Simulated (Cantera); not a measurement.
What does this Cantera script print?

```python
import numpy as np
import cantera as ct

gas_names = """
    F F2 H HF H2 H2F2 H3F3 H4F4 H5F5 H6F6 H7F7 N NF NF2 NF3 NH NH2 NH3 N2 N2H2 N2H4 Si SiF SiF2 SiF3
    SiF4 SiH SiHF3 SiH2 SiH2F2 SiH3 SiH3F SiH4 SiN Si2 Si2N Si3
""".split()
cond_names = """
    Si(cr) Si(L) Si3N4(a)
""".split()


# ... load() reads the species with a 1 bar reference pressure and builds the phases ...
atoms = {
    'SiF4': {'Si': 1, 'F': 4},
    'N2': {'N': 2},
    'NH3': {'N': 1, 'H': 3},
}
top_T = {'Si3N4(a)': 2400}  # K; cautious upper limits of use, not melting points


# ... equilibrate(T, P, feed) seeds the gas with the atoms and calls Mixture.equilibrate('TP', solver="vcs", rtol=1e-11, max_steps=5000) ...
results = []
T = 1400  # K
P = 2200  # Pa
for m in [0.78, 1.3, 2.3, 4, 6.8, 12, 20, 35]:
    feed = {'SiF4': 1, 'N2': 6.8, 'NH3': m}  # mol
    mix = equilibrate(T, P, feed)
    results.append((T, P, feed, dict(zip(mix.species_names, mix.species_moles))))

top = {s: max(r[3][s] / sum(r[3][g] for g in gas_names) for r in results) for s in gas_names}
cols = sorted((s for s in top if top[s] > 0.001), key=lambda s: -top[s])[:5]
seen = [c for c in cond_names if any(r[3].get(c, 0) > 1e-12 for r in results)]
print("log10 of partial pressures in bar; condensed amounts in mol")
print(f"{'n(NH3)':>10s}" + "".join(f"{s[:9]:>10s}" for s in cols + seen))
for T, P, feed, n in results:
    ng = sum(n[g] for g in gas_names)
    print(f"{feed['NH3']:10.4g}" + "".join(f"{np.log10(max(n[s] / ng * P / 1e5, 1e-99)):10.3f}" for s in cols)
          + "".join(f"{n.get(c, 0):10.4g}" for c in seen))
```

Output:

```
log10 of partial pressures in bar; condensed amounts in mol
    n(NH3)        N2        H2      SiF4        HF      SiF3  Si3N4(a)
      0.78    -1.773    -2.571    -2.649    -3.982    -4.064         0
       1.3    -1.803    -2.392    -2.698    -3.955    -4.051         0
       2.3    -1.852    -2.219    -2.780    -3.943    -4.058         0
         4    -1.913    -2.082    -2.892    -3.956    -4.089         0
       6.8    -1.980    -1.983    -3.030    -3.955    -4.179  0.001463
        12    -2.054    -1.907    -3.212    -3.975    -4.303  0.004099
        20    -2.113    -1.862    -3.401    -4.009    -4.435  0.007881
        35    -2.164    -1.830    -3.631    -4.059    -4.598   0.01445
```

Method: chemical equilibrium by Gibbs-energy minimisation in Cantera with the NASA 1993 tables (ideal gas, pure condensed phases). The tables' values for SiF3, SiF2 are old estimates; treat these amounts as uncertain.
